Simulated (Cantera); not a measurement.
## Hydrocarbon pyrolysis for carbon deposition

An isothermal, constant-pressure homogeneous reactor starts with 14.3 % CH4, 85.7 % N2, at 1800 K and 150000 Pa.

Model: GRI-Mech 3.0 (53 species, 325 reactions), integrated in Cantera. GRI-Mech 3.0 stops at C3 and has no aromatics, soot or wall deposition, so with more carbon than oxygen in the feed, carbon stays in small species such as C2H2 where larger ones or solid carbon would form.

| t (s) | x CH4 | x C2H | x C2H2 | x CH3 | x CH2 |
|---|---|---|---|---|---|
| 0.000100 | 0.140 | 4.77e-10 | 2.35e-5 | 0.00126 | 5.51e-7 |
| 0.000282 | 0.128 | 1.27e-8 | 0.00102 | 0.00191 | 1.28e-6 |
| 0.000795 | 0.0979 | 9.50e-8 | 0.0128 | 0.00143 | 9.81e-7 |
| 0.00224 | 0.0635 | 1.96e-7 | 0.0325 | 0.000839 | 5.52e-7 |
| 0.00631 | 0.0332 | 2.73e-7 | 0.0472 | 0.000434 | 2.97e-7 |
| 0.0178 | 0.0140 | 3.27e-7 | 0.0559 | 0.000187 | 1.36e-7 |
| 0.0502 | 0.00531 | 3.55e-7 | 0.0598 | 7.24e-5 | 5.45e-8 |
| 0.141 | 0.00231 | 3.65e-7 | 0.0611 | 3.18e-5 | 2.44e-8 |
| 0.399 | 0.00172 | 3.68e-7 | 0.0614 | 2.37e-5 | 1.83e-8 |
| 1.12 | 0.00170 | 3.68e-7 | 0.0614 | 2.35e-5 | 1.81e-8 |
| 3.17 | 0.00170 | 3.68e-7 | 0.0614 | 2.35e-5 | 1.81e-8 |
| 8.93 | 0.00170 | 3.68e-7 | 0.0613 | 2.35e-5 | 1.81e-8 |
| 25.2 | 0.00170 | 3.67e-7 | 0.0613 | 2.35e-5 | 1.81e-8 |
| 71.0 | 0.00170 | 3.66e-7 | 0.0612 | 2.35e-5 | 1.81e-8 |
| 200 | 0.00170 | 3.64e-7 | 0.0608 | 2.34e-5 | 1.80e-8 |
x: mole fraction; the columns are a selection and need not sum to one.

Equilibrium at this temperature and pressure: CH4 0.00105, C2H 1.36e-7, C2H2 0.0227, CH3 1.44e-5, CH2 1.11e-8 (gas phase only).
